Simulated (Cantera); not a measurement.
A closed system holds: 1 mol CCl4, a varied amount of H2, held at 3423 K and 0.133 bar.

Method: chemical equilibrium by Gibbs-energy minimisation in Cantera with the NASA 1993 tables (ideal gas, pure condensed phases). Candidate condensed phases: C, C6H6, C7H8, C8H18; 91 gas species. The tables' values for CCl are old estimates; treat these amounts as uncertain. Kinetics and transport are ignored.

x: gas mole fraction; nothing condenses.

```csv
n(H2) (mol),x Cl,x H,x H2,x HCl,x C3
0.86,0.639,0.178,0.0174,0.0936,0.0458
1.4,0.533,0.255,0.0357,0.112,0.0380
1.9,?,?,?,0.117,?
2.4,0.405,0.355,0.0687,0.118,0.0279
2.9,0.361,0.390,0.0832,0.115,0.0244
3.4,?,0.420,?,0.112,?
3.9,0.296,0.445,0.108,0.108,0.0191
4.4,0.271,0.466,0.118,0.104,0.0172
5,0.247,0.487,0.129,0.0985,0.0152
5.5,0.229,0.502,0.138,0.0945,0.0139
```

**Question.** Fill in the missing entries.

**Answer.** 
- 3.4, x Cl: 0.325
- 3.4, x H2: 0.0963
- 3.4, x C3: 0.0215
- 1.9, x Cl: 0.460
- 1.9, x H: 0.311
- 1.9, x H2: 0.0527
- 1.9, x C3: 0.0324
